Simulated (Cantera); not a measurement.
# Low-pressure radical oxidation in H2/O2

An isothermal, constant-pressure homogeneous reactor starts with H2 : O2 = 0.019 : 1 (molar parts), at 975 K and 1330 Pa.

Model: the H2/O2 subset of GRI-Mech 3.0, which has no nitrogen chemistry, integrated in Cantera. Radical loss at walls, strong at low pressure, is not modelled.

```json
[
 {"t (s)": "3.00e-5", "x H2": "0.0186", "x O2": "0.981", "x O": "<1e-12", "x HO2": "2.64e-12", "x H": "2.41e-12", "x OH": "<1e-12", "x H2O2": "<1e-12"},
 {"t (s)": "8.35e-5", "x H2": "0.0186", "x O2": "0.981", "x O": "1.65e-12", "x HO2": "7.37e-12", "x H": "5.83e-12", "x OH": "1.54e-12", "x H2O2": "<1e-12"},
 {"t (s)": "0.000232", "x H2": "0.0186", "x O2": "0.981", "x O": "1.02e-11", "x HO2": "2.06e-11", "x H": "1.28e-11", "x OH": "8.45e-12", "x H2O2": "<1e-12"},
 {"t (s)": "0.000646", "x H2": "0.0186", "x O2": "0.981", "x O": "6.08e-11", "x HO2": "5.80e-11", "x H": "3.21e-11", "x OH": "3.93e-11", "x H2O2": "<1e-12"},
 {"t (s)": "0.00180", "x H2": "0.0186", "x O2": "0.981", "x O": "5.67e-10", "x HO2": "1.71e-10", "x H": "1.86e-10", "x OH": "2.91e-10", "x H2O2": "<1e-12"},
 {"t (s)": "0.00500", "x H2": "0.0186", "x O2": "0.981", "x O": "5.03e-8", "x HO2": "1.65e-9", "x H": "1.50e-8", "x OH": "2.46e-8", "x H2O2": "<1e-12"},
 {"t (s)": "0.0139", "x H2": "0.0126", "x O2": "0.977", "x O": "0.00301", "x HO2": "4.86e-6", "x H": "0.00144", "x OH": "0.00109", "x H2O2": "1.48e-7"},
 {"t (s)": "0.0387", "x H2": "0.000139", "x O2": "0.975", "x O": "0.00526", "x HO2": "3.38e-6", "x H": "0.000737", "x OH": "0.000447", "x H2O2": "4.14e-8"},
 {"t (s)": "0.108", "x H2": "2.90e-5", "x O2": "0.980", "x O": "0.00142", "x HO2": "1.83e-6", "x H": "8.89e-5", "x OH": "0.000201", "x H2O2": "3.25e-8"},
 {"t (s)": "0.300", "x H2": "4.78e-6", "x O2": "0.981", "x O": "0.000252", "x HO2": "7.45e-7", "x H": "6.44e-6", "x OH": "8.22e-5", "x H2O2": "2.60e-8"},
 {"t (s)": "0.834", "x H2": "6.59e-7", "x O2": "0.981", "x O": "3.83e-5", "x HO2": "2.26e-7", "x H": "3.83e-7", "x OH": "3.22e-5", "x H2O2": "1.64e-8"},
 {"t (s)": "2.32", "x H2": "9.51e-8", "x O2": "0.981", "x O": "6.23e-6", "x HO2": "5.64e-8", "x H": "2.54e-8", "x OH": "1.31e-5", "x H2O2": "7.80e-9"},
 {"t (s)": "6.46", "x H2": "1.66e-8", "x O2": "0.981", "x O": "1.23e-6", "x HO2": "1.38e-8", "x H": "2.23e-9", "x OH": "5.84e-6", "x H2O2": "3.08e-9"},
 {"t (s)": "18.0", "x H2": "3.63e-9", "x O2": "0.981", "x O": "2.96e-7", "x HO2": "3.69e-9", "x H": "2.63e-10", "x OH": "2.87e-6", "x H2O2": "1.12e-9"},
 {"t (s)": "50.0", "x H2": "9.56e-10", "x O2": "0.981", "x O": "8.27e-8", "x HO2": "1.11e-9", "x H": "3.89e-11", "x OH": "1.52e-6", "x H2O2": "4.02e-10"}
]
```
x: mole fraction; the columns are a selection and need not sum to one.

Equilibrium at this temperature and pressure: H2 6.74e-12, O2 0.981, O 6.23e-10, HO2 2.89e-10, H <1e-12, OH 1.31e-7, H2O2 4.37e-12 (gas phase only).
